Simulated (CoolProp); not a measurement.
A closed Brayton cycle with carbon dioxide: compressor inlet 317.15 K and 8.1 MPa, high pressure 20 MPa, turbine inlet 775 K, compressor efficiency 0.85, turbine efficiency 0.93, recuperator effectiveness 0.8 (on enthalpy, no pinch check). Each further row changes one setting.

Values from CoolProp's reference Helmholtz-energy equation of state, Span 1996.

```tsv
case	thermal efficiency (%)	net work (kJ/kg)	compressor to turbine work	compressor exit (K)	turbine exit (K)
as stated	(withheld)	74.4	0.35	386.9	667.7
turbine inlet 725 K	27.3	(withheld)	0.38	386.9	(withheld)
compressor inlet 327.15 K	27.7	67.3	0.41	404.8	667.7
high pressure 17 MPa	26.5	63.6	0.33	(withheld)	(withheld)
recuperator effectiveness 0.5	20.8	74.4	0.35	386.9	667.7
```

**Question.** What belongs in the gaps?

**Answer.** 
- as stated, thermal efficiency (%): 28.6
- turbine inlet 725 K, net work (kJ/kg): 65.8
- turbine inlet 725 K, turbine exit (K): 621.7
- high pressure 17 MPa, compressor exit (K): 374.1
- high pressure 17 MPa, turbine exit (K): 686.5
